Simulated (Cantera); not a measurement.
Charge: 1 mol PbO, 3.2 mol C, 0.68 mol H₂, at 1423 K and 10.0 mbar.

Cantera equilibrium calculation (NASA polynomials, part measured and part estimated; ideal gas, pure solids and liquids). Candidate condensed phases: C, C₆H₆, C₇H₈, C₈H₁₈, H₂O, Pb, PbO, PbO₂, Pb₃O₄; 113 gas species. Equilibrium is a limit: real reactors are often held back by kinetics, nucleation or transport.

Base state: CO 0.373, Pb 0.373, H₂ 0.254, H 3.35e-5, Pb₂ 3.10e-5 (mole fractions); condensed: C(graphite).

Task: What changes in the equilibrium state with this change: temperature from 1423 K to 1298.15 K?

Result: 
```tsv
species	before	after
CO	0.373	0.443
H₂	0.254	0.301
Pb	0.373	0.256
H	3.35e-5	5.89e-6
CO₂	1.90e-6	1.04e-5
C(graphite), mol	2.20	2.20
Pb(l), mol	0	0.421
```

Task: What changes in the equilibrium state with this change: temperature from 1423 K to 1873.15 K?

Result: 
```csv
species,before,after
CO,0.373,0.373
Pb,0.373,0.373
H₂,0.254,0.252
H,3.35e-5,0.00324
C₂H₂ (acetylene),8.71e-7,7.86e-5
Pb₂,3.10e-5,8.76e-6
"C(graphite), mol",2.20,2.20
```

Task: What changes in the equilibrium state with this change: temperature from 1423 K to 2623.15 K?

Result: 
```tsv
species	before	after
CO	0.373	0.343
Pb	0.373	0.343
H	3.35e-5	0.163
H₂	0.254	0.149
C₃	<1e-9	0.000308
C₂H	<1e-9	0.000265
C	<1e-9	8.35e-5
C₂	<1e-9	2.90e-5
C(graphite), mol	2.20	2.18
```
